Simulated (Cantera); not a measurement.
An isothermal, constant-pressure homogeneous reactor starts with 10.3 % NO, 89.7 % N2, at 2173 K and 190000 Pa.

Detailed kinetics in Cantera: GRI-Mech 3.0 (53 species, 325 reactions).

x: mole fraction; the columns are a selection and need not sum to one.

```tsv
t (s)	x NO	x NO2	x N2O	x O2	x O	x N2
2.00e-5	0.103	2.00e-7	(withheld)	9.39e-9	1.46e-6	0.897
5.63e-5	0.103	8.87e-7	(withheld)	8.05e-8	4.49e-6	0.897
0.000159	0.103	3.39e-6	(withheld)	8.10e-7	1.49e-5	0.897
0.000447	0.103	1.04e-5	5.91e-6	9.25e-6	4.41e-5	0.897
0.00126	0.103	1.90e-5	5.92e-6	8.17e-5	7.99e-5	0.897
0.00355	0.102	2.11e-5	5.85e-6	0.000369	8.92e-5	0.897
0.0100	0.101	2.35e-5	5.67e-6	0.00121	0.000101	0.898
0.0282	0.0956	2.89e-5	(withheld)	0.00367	0.000129	0.901
0.0794	0.0812	3.61e-5	(withheld)	0.0108	0.000188	0.908
0.224	0.0479	3.20e-5	(withheld)	0.0274	0.000281	0.924
0.630	0.0131	1.10e-5	(withheld)	0.0448	0.000352	0.942
1.77	0.00631	5.50e-6	5.26e-7	0.0482	0.000364	0.945
5.00	0.00625	5.45e-6	5.25e-7	0.0482	0.000364	0.945
```

Question: Fill in the missing entries.

Answer: 
- 2.00e-5, x N2O: 1.32e-6
- 5.63e-5, x N2O: 3.01e-6
- 0.000159, x N2O: 5.13e-6
- 0.0282, x N2O: 5.14e-6
- 0.0794, x N2O: 3.80e-6
- 0.224, x N2O: 1.59e-6
- 0.630, x N2O: 5.76e-7
